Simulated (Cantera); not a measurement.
Input: 1 mol Al(CH3)3, 0.98 mol N2O, 11 mol N2, held at 56.0 Pa.

These are equilibrium values from Cantera (NASA tables, ideal gas, pure condensed phases), not measurements of a reactor. Candidate condensed phases: Al, AlN, Al2O3, C, C6H6, C7H8, C8H18, H2O; 148 gas species. The feed counts by its element totals alone. Mutual solubility and eutectic melting of coexisting phases are not modelled. Condensed phases not in the tables: aluminium oxynitride. Equilibrium is a limit: real reactors are often held back by kinetics, nucleation or transport.

log p: log10 of the partial pressure in bar; n: condensed amount in mol.

| T (°C) | log p N2 | log p H2 | log p H | log p CO | log p Al | log p HCN | n AlN(s) | n Al2O3(s) | n C(graphite) |
|---|---|---|---|---|---|---|---|---|---|
| 802 | -3.39 | -3.81 | -9.74 | -6.15 | <-15 | ___ | 0.360 | 0.320 | 2.98 |
| 902 | -3.40 | -3.81 | -8.82 | -5.19 | -14.67 | ___ | 0.473 | 0.264 | 2.81 |
| 1002 | -3.42 | -3.83 | -8.05 | -4.49 | -12.42 | ___ | 1.00 | 0 | 2.02 |
| 1102 | -3.42 | -3.83 | -7.38 | -4.49 | -10.52 | ___ | 1.000 | 0 | 2.02 |
| 1202 | -3.42 | -3.83 | -6.80 | -4.49 | -8.87 | ___ | 1.000 | 0 | 2.01 |
| 1302 | -3.42 | -3.83 | -6.30 | -4.49 | -7.44 | ___ | 0.999 | 0 | 2.01 |
| 1402 | -3.42 | -3.83 | -5.85 | -4.49 | -6.18 | ___ | 0.980 | 0 | 2.00 |
| 1502 | -3.43 | -3.85 | -5.46 | -4.50 | -5.07 | ___ | 0.731 | 0 | 1.98 |
| 1602 | -3.44 | -3.88 | -5.13 | -4.53 | -4.52 | ___ | 0 | 0 | 1.95 |
| 1702 | -3.45 | -3.90 | -4.81 | -4.53 | -4.53 | ___ | 0 | 0 | 1.91 |
| 1802 | -3.45 | -3.93 | -4.54 | -4.54 | -4.53 | ___ | 0 | 0 | 1.87 |
| 1902 | -3.46 | -3.99 | -4.31 | -4.55 | -4.54 | ___ | 0 | 0 | 1.81 |

Q: Some entries are withheld; supply them.

A: 
- 802, log p HCN: -8.40
- 902, log p HCN: -7.86
- 1002, log p HCN: -7.41
- 1102, log p HCN: -7.02
- 1202, log p HCN: -6.68
- 1302, log p HCN: -6.38
- 1402, log p HCN: -6.12
- 1502, log p HCN: -5.90
- 1602, log p HCN: -5.72
- 1702, log p HCN: -5.55
- 1802, log p HCN: -5.40
- 1902, log p HCN: -5.28
